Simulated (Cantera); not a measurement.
Input: 1 mol MgO, 1.2 mol SiCl₄, 1.1 mol O₂, equilibrated at 925 K and 1.40 Pa.

Method: chemical equilibrium by Gibbs-energy minimisation in Cantera with the NASA 1993 tables (ideal gas, pure condensed phases). Candidate condensed phases: Mg, MgCl₂, MgO, MgSiO₃, Mg₂SiO₄, Si, SiO₂; 20 gas species. Condensed phases not in the tables: alloys, solid solutions and most ternary compounds. The numbers say what is thermodynamically allowed, not how fast it happens.

Base state: Cl₂ 0.889, MgCl₂ 0.0820, Cl 0.0292, SiCl₄ 5.41e-5 (mole fractions); condensed: MgSiO₃(s) + SiO₂(β-quartz).

**Question.** What changes in the equilibrium state with this change: SiCl₄ from 1.2 to 0.35 mol?

**Answer.** 
```csv
species,before,after
O₂,5.13e-8,0.512
Cl₂,0.889,0.465
Cl,0.0292,0.0211
MgCl₂,0.0820,0.00130
SiCl₄,5.41e-5,<1e-9
"MgSiO₃(s), mol",0.800,0
"SiO₂(β-quartz), mol",0.400,0
"MgO(s), mol",0,0.298
"Mg₂SiO₄(s), mol",0,0.350
```
